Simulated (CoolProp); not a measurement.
R21 along the isotherm 473 K: density (kg/m³) from the reference equation and from simpler models built on Tc = 452.7 K, pc = 52.89 bar, ω = 0.206; each cubic takes its own stable root.

Model: reference Helmholtz-energy equation of state, Platzer 1990, in CoolProp. This equation is an older, rougher fit; its heat capacities, sound speeds and derivatives of the liquid may be far off and weren't checked against measurements.

| p (bar) | phase | reference | ideal gas | van der Waals | Redlich-Kwong |
|---|---|---|---|---|---|
| 7.21 | gas | 19.67 | 18.87 | 19.60 | 19.70 |
| 14.4 | gas | 41.13 | 37.69 | 40.85 | 41.23 |
| 21.6 | gas | 65.03 | 56.53 | 64.29 | 65.20 |
| 28.8 | gas | 92.13 | 75.37 | 90.59 | 92.32 |
| 36.1 | gas | 124.2 | 94.48 | 121.4 | 124.3 |
| 43.3 | gas | 162.7 | 113.3 | 158.1 | 162.3 |
| 50.5 | gas | 212.6 | 132.2 | 206.1 | 211.1 |
| 57.7 | supercritical | 284.4 | 151.0 | 282.9 | 281.9 |
| 64.9 | supercritical | 405.1 | 169.8 | 442.5 | 409.0 |
| 72.1 | supercritical | 573.4 | 188.7 | 517.8 | 541.4 |
| 79.3 | supercritical | 683.4 | 207.5 | 556.4 | 611.5 |
